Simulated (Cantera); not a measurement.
**Dilute partial oxidation**

An isothermal, constant-pressure homogeneous reactor starts with CH2O : O2 : N2 = 0.0092 : 0.0021 : 1 (molar parts), equivalence ratio 4.4, at 1248 K and 10.0 bar.

Cantera simulation using GRI-Mech 3.0 (53 species, 325 reactions); the numbers are that mechanism's predictions, not measurements.

| t (s) | x CH2O | x O2 | x H | x C2H6 | x H2O |
|---|---|---|---|---|---|
| 0.000100 | 0.00766 | 0.00190 | 4.75e-6 | <1e-12 | 0.000161 |
| 0.000214 | 0.000823 | 0.00129 | 1.33e-5 | 5.28e-11 | 0.00144 |
| 0.000459 | 1.01e-8 | 0.000552 | 0.000205 | 1.40e-12 | 0.00274 |
| 0.000983 | 4.31e-9 | 1.06e-5 | 8.40e-5 | 1.33e-12 | 0.00358 |
| 0.00211 | 1.54e-9 | 9.35e-7 | 2.59e-5 | 3.27e-12 | 0.00354 |
| 0.00451 | 7.35e-10 | 1.57e-7 | 9.61e-6 | 5.53e-12 | 0.00350 |
| 0.00966 | 4.36e-10 | 3.53e-8 | 3.78e-6 | 6.37e-12 | 0.00347 |
| 0.0207 | 3.14e-10 | 9.61e-9 | 1.54e-6 | 5.01e-12 | 0.00345 |
| 0.0443 | 2.63e-10 | 2.94e-9 | 6.46e-7 | 3.00e-12 | 0.00342 |
| 0.0950 | 2.41e-10 | 9.68e-10 | 2.82e-7 | 1.58e-12 | 0.00340 |
| 0.203 | 2.32e-10 | 3.31e-10 | 1.27e-7 | <1e-12 | 0.00338 |
| 0.436 | 2.28e-10 | 1.15e-10 | 5.87e-8 | <1e-12 | 0.00337 |
| 0.934 | 2.26e-10 | 3.90e-11 | 2.83e-8 | <1e-12 | 0.00335 |
| 2.00 | 2.26e-10 | 1.19e-11 | 1.57e-8 | <1e-12 | 0.00333 |
x: mole fraction; the columns are a selection and need not sum to one.

Equilibrium at this temperature and pressure: CH2O 2.32e-10, O2 <1e-12, H 1.21e-8, C2H6 <1e-12, H2O 0.00241 (gas phase only).
